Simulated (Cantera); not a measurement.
Input: 1 mol Ti(OiPr)4, 7.2 mol CH4, 2.1 mol H2, equilibrated at 875 °C and 1.00 bar.

These are equilibrium values from Cantera (NASA tables, ideal gas, pure condensed phases), not measurements of a reactor. Candidate condensed phases: C, C6H6, C7H8, C8H18, H2O, Ti, TiC, TiO, TiO2, Ti2O3, Ti3O5, Ti4O7; 113 gas species. The feed counts by its element totals alone. Rates play no part.

Base state: H2 0.917, CO 0.0600, CH4 0.0200, H2O 0.00265, CO2 0.000146 (mole fractions); condensed: C(graphite) + TiO2(rutile).

**Question.** What changes in the equilibrium state with this change: temperature from 875 °C to 1775 °C?

**Answer.** 
```tsv
species	before	after
H2	0.917	0.881
CO	0.0600	0.116
H	6.86e-8	0.00210
CH4	0.0200	0.000291
C2H2 (acetylene)	3.41e-8	0.000924
CO2	0.000146	2.74e-7
C(graphite), mol	16.7	14.1
TiO2(rutile), mol	1.00	0
TiC(s), mol	0	1.00
```
TiC: taken at fixed stoichiometry.
